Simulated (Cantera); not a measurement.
Cantera run, input and output.

```python
import numpy as np
import cantera as ct

gas = ct.Solution("gri30.yaml")
gas.TPX = 750, 2000000, {'C2H4': 1, 'O2': 1.88, 'N2': 7.05, 'H2O': 0.029}
inlet = ct.Reservoir(gas, clone=True)
gas.equilibrate("HP")  # start burning
reactor = ct.IdealGasConstPressureReactor(gas, energy="on", clone=False)
exhaust = ct.Reservoir(gas, clone=True)
tau = [0.021, 0.0097, 0.0045, 0.0021, 0.00098, 0.00046, 0.00021, 0.0001, 4.7e-05, 2.2e-05, 1e-05][0]
for a, b in ((inlet, reactor), (reactor, exhaust)):
    ct.MassFlowController(a, b, mdot=lambda t: reactor.mass / tau)
net = ct.ReactorNet([reactor])
show = ['C2H4', 'O2', 'H2', 'NO', 'H2O', 'C2H6', 'NO2']

rows = []
print(f"{'tau/s':>10s}{'T/K':>9s}" + "".join(f"{s:>11s}" for s in show))
for tau in [0.021, 0.0097, 0.0045, 0.0021, 0.00098, 0.00046, 0.00021, 0.0001, 4.7e-05, 2.2e-05, 1e-05]:
    net.initial_time = 0.0
    net.advance(30 * tau)
    before = gas.X
    net.advance(40 * tau)
    drift = np.max(np.abs(gas.X - before) / (gas.X + 1e-9))
    rows.append([gas.T, *gas[show].X, drift])
    print(f"{tau:10.3e}{gas.T:9.1f}" + "".join(f"{x:11.3e}" for x in gas[show].X))
```

Output:

```
     tau/s      T/K       C2H4         O2         H2         NO        H2O       C2H6        NO2
 2.100e-02   2468.9  8.423e-07  1.798e-05  6.343e-02  1.443e-04  1.185e-01  1.054e-10  2.925e-09
 9.700e-03   2468.0  1.754e-06  3.216e-05  6.331e-02  1.800e-04  1.186e-01  3.671e-10  3.811e-09
 4.500e-03   2466.6  3.569e-06  5.990e-05  6.307e-02  2.274e-04  1.186e-01  1.239e-09  5.153e-09
 2.100e-03   2464.7  7.084e-06  1.125e-04  6.267e-02  2.824e-04  1.187e-01  3.899e-09  7.042e-09
 9.800e-04   2461.9  1.382e-05  2.110e-04  6.203e-02  3.376e-04  1.188e-01  1.133e-08  9.576e-09
 4.600e-04   2457.8  2.640e-05  3.902e-04  6.107e-02  3.836e-04  1.191e-01  2.978e-08  1.285e-08
 2.100e-04   2451.4  5.079e-05  7.268e-04  5.969e-02  4.146e-04  1.195e-01  7.257e-08  1.731e-08
 1.000e-04   2441.8  9.315e-05  1.288e-03  5.803e-02  4.236e-04  1.199e-01  1.519e-07  2.287e-08
 4.700e-05   2426.1  1.724e-04  2.280e-03  5.602e-02  4.076e-04  1.203e-01  2.985e-07  3.007e-08
 2.200e-05   2400.5  3.270e-04  4.061e-03  5.360e-02  3.583e-04  1.204e-01  5.793e-07  3.836e-08
 1.000e-05   2354.4  6.811e-04  7.620e-03  5.054e-02  2.634e-04  1.202e-01  1.263e-06  4.582e-08
```

Detailed kinetics in Cantera: GRI-Mech 3.0 (53 species, 325 reactions). GRI-Mech 3.0 was tuned for natural gas; its chemistry of ethylene as a main component is partial and can be far from experiment. The pressure lies above the range GRI-Mech 3.0 was tuned for (to about 10 atm).
